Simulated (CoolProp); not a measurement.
Vapour-liquid equilibrium of propane (1) + cyclopropane (2) at 8.81 bar; x and y are mole fractions of (1).

The numbers come from the multi-fluid Helmholtz-energy mixture model, Lemmon 2009 and Polt 1992; pair parameters Bell 2016 in CoolProp. This equation is an older, rougher fit; its heat capacities, sound speeds and derivatives of the liquid may be far off and weren't checked against measurements.

| x | bubble temperature, mixture model (°C) | bubble temperature, Raoult's law (°C) | y, mixture model | y, Raoult's law |
|---|---|---|---|---|
| 0.05 | 31.3 | 31.9 | 0.072 | 0.064 |
| 0.2 | 28.5 | 30.1 | 0.261 | 0.246 |
| 0.35 | 26.2 | 28.5 | 0.420 | 0.413 |
| 0.5 | 24.5 | 26.9 | 0.559 | 0.567 |
| 0.65 | 23.2 | 25.4 | 0.688 | 0.709 |
| 0.8 | 22.4 | 23.9 | 0.815 | 0.840 |
| 0.95 | 22.0 | 22.5 | 0.951 | 0.962 |

The largest gap from Raoult's law is -2.4 K in bubble temperature, at x = 0.5. No azeotrope shows between x = 0.05 and 0.95.

Pair parameters are fitted to limited data, so mixtures are less certain than the pure fluids.
